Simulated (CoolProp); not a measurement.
Vapour pressure (MPa) of nitrogen: the reference equation beside estimates from Tc = 126.2 K, pc = 3.396 MPa, ω = 0.037. Clausius-Clapeyron is anchored at 103.8 K with a constant enthalpy of vaporisation of 4.256 kJ/mol.

Model: reference Helmholtz-energy equation of state, Span 2000, in CoolProp.

| T (K) | reference | Clausius-Clapeyron | van der Waals |
|---|---|---|---|
| 85.1 | 0.2311 | 0.3395 | 0.5612 |
| 87.7 | 0.2944 | 0.4058 | 0.6561 |
| 90.4 | 0.3730 | 0.4831 | 0.7651 |
| 93.1 | 0.4658 | 0.5693 | 0.8853 |
| 95.8 | 0.5744 | 0.6647 | 1.017 |
| 98.5 | 0.7003 | 0.7696 | 1.161 |
| 101.1 | 0.8393 | 0.8796 | 1.311 |
| 103.8 | 1.003 | 1.003 | 1.479 |
| 106.5 | 1.189 | 1.137 | 1.660 |
| 109.2 | 1.399 | 1.281 | 1.854 |
| 111.8 | 1.625 | 1.428 | 2.054 |
| 114.5 | 1.886 | 1.591 | 2.275 |
| 117.2 | 2.176 | 1.763 | 2.509 |
| 119.9 | 2.498 | 1.946 | 2.759 |
| 122.6 | 2.855 | 2.137 | 3.022 |

Absolute difference from the reference over all 15 rows, mean and median: Clausius-Clapeyron 18.2 and 15.7 %, van der Waals 57.2 and 47.5 %.
